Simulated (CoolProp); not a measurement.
The fluid at 271.65 K and 0.00531 MPa (gas) is heated at constant pressure to 379.1 K. The same conditions are run with several fluids, on thermodynamics alone (safety and materials aside).

Computed with CoolProp (reference Helmholtz-energy equation of state of each fluid (n-pentane: Thol 2019; R124: de Vries 1995; C2F6 (R116): Lemmon 2006; R21: Platzer 1990; normal hydrogen: Leachman 2009)). The equations of Platzer and Polt are older, rougher fits.

```tsv
fluid	heat (kJ/kg)	final density (kg/m³)
n-pentane	192	0.122
R124	82.0	0.230
C2F6 (R116)	87.1	0.233
R21	66.5	0.173
normal hydrogen	1540	0.00340
```
